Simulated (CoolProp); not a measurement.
Saturation properties of R11 (Tc = 471.1 K, pc = 4.408 MPa, ω = 0.189).

Model: reference Helmholtz-energy equation of state, Jacobsen 1992, in CoolProp.

```csv
T (K),p (MPa),liquid cp (kJ/(kg K)),vapour Z,liquid conductivity (mW/(m K))
226.2,0.003253,0.8280,0.9962,109
237.6,0.006668,0.8349,0.9939,105
249,0.01266,0.8420,0.9909,101
260.5,0.02264,0.8497,0.9867,97.9
271.9,0.03809,0.8580,0.9812,94.5
283.3,0.06104,0.8673,0.9742,91.1
294.8,0.09414,0.8776,0.9653,87.8
306.2,0.1395,0.8889,0.9546,84.5
317.7,0.2007,0.9017,0.9415,81.3
329.1,0.2800,0.9157,0.9263,78.1
```

It boils at 296.9 K under 1 atm.

Thermal conductivity comes from a separate model (McLinden 2000), an estimate that may be off by 10 % or more.
